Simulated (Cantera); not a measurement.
An adiabatic, constant-volume homogeneous reactor starts with CO : H2 : CH4 : O2 : N2 = 1 : 0.98 : 0.042 : 3.36 : 12.6 (molar parts), at 1550 K and 1000000 Pa. Integrator tolerance rtol = 1e-08.

Model: GRI-Mech 3.0 (53 species, 325 reactions), integrated in Cantera.

What does this change do: initial temperature 1550 to 1023 K?


| quantity | before | after |
|---|---|---|
| time of steepest temperature rise | 2.19 µs | 5.30 ms |
| temperature at 0.600 s | 2503 K | 2107 K |
| equilibrium temperature | 2503 K | 2107 K |
| x(CO) at 0.600 s | 0.00162 (gas-phase equilibrium 0.00162) | 0.000119 (gas-phase equilibrium 0.000119) |
| x(H2) at 0.600 s | 0.000262 (gas-phase equilibrium 0.000262) | 2.44e-5 (gas-phase equilibrium 2.44e-5) |
| x(CH4) at 0.600 s | <1e-12 (gas-phase equilibrium <1e-12) | <1e-12 (gas-phase equilibrium <1e-12) |
| x(CO2) at 0.600 s | 0.0595 (gas-phase equilibrium 0.0595) | 0.0612 (gas-phase equilibrium 0.0612) |
| x(C2H2) at 0.600 s | <1e-12 (gas-phase equilibrium <1e-12) | <1e-12 (gas-phase equilibrium <1e-12) |
| x(CH2O) at 0.600 s | 2.60e-12 (gas-phase equilibrium 2.60e-12) | <1e-12 (gas-phase equilibrium <1e-12) |
